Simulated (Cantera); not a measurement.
Input: 1 mol CsF, 11 mol H2O, 1.2 mol N2, equilibrated at 85.0 Pa.

Cantera equilibrium calculation (NASA polynomials, part measured and part estimated; ideal gas, pure solids and liquids). Candidate condensed phases: Cs, CsF, CsOH, H2O; 48 gas species. Kinetics and transport are ignored. All values below are at 1573 K.

Base state: H2O 0.806, N2 0.0906, CsF 0.0536, HF 0.0219, CsOH 0.0194, H2 0.00302, Cs 0.00251, O2 0.00194 (mole fractions); condensed: gas only.

Task: What changes in the equilibrium state with this change: CsF replaced by AlF3?

Result: 
| species | before | after |
|---|---|---|
| H2O | 0.806 | 0.704 |
| HF | 0.0219 | 0.175 |
| N2 | 0.0906 | 0.0876 |
| CsF | 0.0536 | 0 |
| AlF2O | 0 | 0.0219 |
| CsOH | 0.0194 | 0 |
| H2 | 0.00302 | 0.0113 |
| Cs | 0.00251 | 0 |
| O2 | 0.00194 | 0.000106 |
| Al2O3(s), mol | 0 | 0.350 |
Further candidate phases: Al, AlF3, AlN, Al2O3.
